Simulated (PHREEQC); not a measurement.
**Brine (model solution)**

Solution (25 °C): 2.4 mol/kgw LiBr, 0.19 mol/kgw Na2SO4 and 1.4 mol/kgw LiCl. Closed to the air; pH follows from the charge balance.

All values are PHREEQC results (Pitzer model, pitzer.dat), not measurements.

The ionic strength is 4.37 mol/kgw and the activity of water is 0.805. The density is 1.179 g/cm³ and the osmotic coefficient comes out as 1.476.

```csv
species,molality,activity,log γ
Li+,3.80,16.2,0.630
Br-,2.40,1.68,-0.155
Cl-,1.40,0.816,-0.235
Na+,0.380,0.822,0.335
SO4-2,0.190,0.00165,-2.060
OH-,3.24e-7,3.49e-8,-0.969
HSO4-,2.79e-7,3.68e-8,-0.880
H+,4.52e-8,2.33e-7,0.713
```

Precipitation was switched off in this run.
